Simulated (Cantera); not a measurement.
## B2O3 + H2 + N2 + H2O (boron, boron nitride and boron oxide)

Input: 1 mol B2O3, 4.4 mol H2, 0.72 mol N2, 6.4 mol H2O, equilibrated at 1.40 mbar.

Method: chemical equilibrium by Gibbs-energy minimisation in Cantera with the NASA 1993 tables (ideal gas, pure condensed phases). Candidate condensed phases: B, BN, B2O3, B3O3H3, H2O; 39 gas species. Gases not in the tables: H3BO3. Rates play no part.

```tsv
T (°C)	x H2O	x H2	x HBO2	x N2	x H	x B2O3	n B2O3(l)
1102	0.454	0.357	0.130	0.0584	5.47e-5	0.000939	0.188
1152	0.433	0.351	0.156	0.0575	0.000108	0.00168	0
1202	0.433	0.351	0.156	0.0575	0.000205	0.00193	0
1252	0.433	0.351	0.155	0.0575	0.000375	0.00219	0
1302	0.434	0.351	0.155	0.0575	0.000658	0.00247	0
1352	0.434	0.351	0.154	0.0575	0.00112	0.00277	0
1402	0.434	0.350	0.153	0.0574	0.00184	0.00307	0
1452	0.434	0.349	0.152	0.0574	0.00293	0.00339	0
1502	0.434	0.348	0.151	0.0574	0.00456	0.00370	0
1552	0.433	0.347	0.150	0.0573	0.00693	0.00403	0
1602	0.433	0.344	0.149	0.0572	0.0103	0.00435	0
1652	0.431	0.341	0.147	0.0570	0.0149	0.00466	0
```
x: gas mole fraction; n: condensed amount in mol.

At 1102 °C the condensed part is B2O3(l). From 1152 °C to 1652 °C nothing is condensed.
